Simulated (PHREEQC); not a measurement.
Solution (85 °C): 30 mmol/kgw ZnCl2. Closed to the air; pH follows from the charge balance.

Equilibrium calculation in PHREEQC: ion-association model, phreeqc.dat.

Question: The ionic strength comes out as 0.0703 mol/kgw. What activity coefficients do Cl-, ZnCl4-2, ZnOH+, H+, ZnCl3- get?

Answer: Cl- 0.77, ZnCl4-2 0.38, ZnOH+ 0.78, H+ 0.82, ZnCl3- 0.77.

This is a speciation only: nothing precipitates in the calculation. At this temperature some constants are extrapolated from 25 °C, and those without enthalpy data are left unchanged.
